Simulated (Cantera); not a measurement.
Cantera run, input and output.

```python
import numpy as np
import cantera as ct

gas = ct.Solution("gri30.yaml")


def delay(T, t_max=10):
    gas.TPX = T, 101325, {'CO': 1, 'H2': 0.2, 'O2': 0.723, 'N2': 2.72}
    reactor = ct.IdealGasReactor(gas, clone=False)
    net = ct.ReactorNet([reactor])
    net.rtol, net.atol = 1e-8, 1e-16
    while net.time < t_max:
        t_old, T_old = net.time, reactor.T
        net.step()
        if reactor.T > T + 400:  # ignition: a rise of 400 K
            return t_old + (T + 400 - T_old) / (reactor.T - T_old) * (net.time - t_old)
    return np.nan


taus = []
for T in [1250, 1325, 1400, 1475, 1550]:
    taus.append(delay(T))
    print(f"T0 = {T:6g} K   tau = {taus[-1]:.4e} s")

# d ln(tau) / d ln(k), from doubling and halving each rate constant
T, sens = 1325, []
for i in range(gas.n_reactions):
    gas.set_multiplier(2.0, i)
    up = delay(T)
    gas.set_multiplier(0.5, i)
    down = delay(T)
    gas.set_multiplier(1.0, i)
    sens.append((np.log(up / down) / np.log(4.0), gas.reaction(i).equation))
sens.sort(key=lambda x: -abs(x[0]))
print(f"sensitivities at {T} K")
for s, eq in sens[:10]:
    print(f"{s:8.3f}  {eq}")
```

It prints:

```
T0 =   1250 K   tau = 7.2090e-05 s
T0 =   1325 K   tau = 5.7806e-05 s
T0 =   1400 K   tau = 4.9421e-05 s
T0 =   1475 K   tau = 4.4460e-05 s
T0 =   1550 K   tau = 4.1770e-05 s
sensitivities at 1325 K
  -0.340  H + O2 <=> O + OH
  -0.241  H2 + O <=> H + OH
  -0.167  CO + OH <=> CO2 + H
  -0.040  H2 + OH <=> H + H2O
  -0.040  H + O2 + N2 <=> HO2 + N2
  -0.036  H + O2 + H2O <=> HO2 + H2O
  -0.035  CO + O2 <=> CO2 + O
  -0.031  H + O2 + M <=> HO2 + M
  -0.024  CO + O (+M) <=> CO2 (+M)
  -0.013  H + OH + M <=> H2O + M
```

Detailed kinetics in Cantera: GRI-Mech 3.0 (53 species, 325 reactions). Where the delays flatten at high temperature, the 400 K rule measures the pace of heat release, not the induction time.
